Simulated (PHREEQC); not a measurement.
Make-up at 25 °C: 0.00017 mol/kgw Ca(HCO3)2, 0.17 mol/kgw NaF and 0.28 mol/kgw HNO3. Closed to the air; pH follows from the charge balance.

The numbers come from PHREEQC with the ion-association model, phreeqc.dat.

**Question.** The ionic strength comes out as 0.283 mol/kgw. What activity coefficients do Ca+2, F-, H+, Na+, HF2- get?

**Answer.** Ca+2 0.29, F- 0.68, H+ 0.79, Na+ 0.73, HF2- 0.73.

Precipitation was switched off in this run. Examples of supersaturated solids here: Fluorite. Others may be too.
